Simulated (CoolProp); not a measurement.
The fluid at 293.15 K and 2.53 MPa is compressed adiabatically to 18.5 MPa with isentropic efficiency 0.75. The same conditions are run with several fluids, on thermodynamics alone (safety and materials aside).

Model: reference Helmholtz-energy equation of state of each fluid (nitrogen: Span 2000; oxygen: Schmidt 1985; hydrogen chloride: Thol 2018; CF4 (R14): Platzer 1990), in CoolProp. The equations of Platzer and Polt are older, rougher fits.

```tsv
fluid	work (kJ/kg)	final temperature (K)	final density (kg/m³)
nitrogen	323	592.8	96.7
oxygen	274	580.1	117
hydrogen chloride	199	568.3	157
CF4 (R14)	77.5	419.2	471
```

Above 300 K oxygen's equation is extrapolated.
